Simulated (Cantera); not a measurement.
Charge: 1 mol HMDSO, 28 mol O2, 150 mol N2, held at 0.000110 bar.

Method: chemical equilibrium by Gibbs-energy minimisation in Cantera with the NASA 1993 tables (ideal gas, pure condensed phases). Candidate condensed phases: C, C6H6, C7H8, C8H18, H2O, Si, SiC, SiO2, Si2N2O, Si3N4; 151 gas species. The feed counts by its element totals alone. The tables hold silica as quartz up to 1696 K and as liquid above; real silica turns to tridymite and cristobalite and melts near 1996 K. Equilibrium is a limit: real reactors are often held back by kinetics, nucleation or transport.

At 1227 °C, list the 5 most abundant gas species with their mole fractions, and the condensed phases.

N2 0.828, O2 0.0879, H2O 0.0495, CO2 0.0331, NO 0.000811. Condensed: SiO2(β-quartz).
